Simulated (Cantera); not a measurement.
An adiabatic, constant-pressure homogeneous reactor starts with H₂ : O₂ : N₂ = 1 : 0.781 : 2.94 (molar parts), at 1275 K and 0.415 atm.

Model: GRI-Mech 3.0 (53 species, 325 reactions), integrated in Cantera.

x: mole fraction; the columns are a selection and need not sum to one.

```tsv
t (s)	T (K)	x H₂	x O₂	x OH	x H₂O	x NO	x H₂O₂	x H
1.00e-6	1275	0.212	0.165	2.08e-10	1.76e-10	<1e-12	1.94e-12	3.75e-9
3.53e-6	1275	0.212	0.165	1.56e-9	4.85e-9	<1e-12	2.42e-11	1.58e-8
1.25e-5	1275	0.212	0.165	…	…	<1e-12	3.13e-10	…
4.40e-5	1275	0.211	0.165	2.59e-5	0.000266	1.73e-12	4.53e-8	0.000213
0.000155	1924	0.0271	0.0680	0.0221	0.162	2.93e-5	3.61e-7	0.0426
0.000548	2382	…	0.0629	…	0.196	…	…	…
0.00193	2536	0.00942	0.0619	0.0217	0.210	0.00110	2.56e-7	0.00450
0.00682	2534	0.00932	0.0606	0.0213	0.211	0.00407	2.55e-7	0.00438
0.0241	2528	0.00925	0.0581	0.0207	0.211	0.00967	2.47e-7	0.00424
0.0850	2525	0.00923	0.0572	0.0205	0.212	0.0117	2.44e-7	0.00419
0.300	2525	0.00923	0.0572	0.0205	0.212	0.0117	2.44e-7	0.00419
```

Problem. Complete the blanks.

Solution. 
- 1.25e-5, x OH: 2.21e-8
- 1.25e-5, x H₂O: 1.81e-7
- 1.25e-5, x H: 1.87e-7
- 0.000548, x H₂: 0.0159
- 0.000548, x OH: 0.0253
- 0.000548, x NO: 0.000174
- 0.000548, x H₂O₂: 1.43e-7
- 0.000548, x H: 0.0115
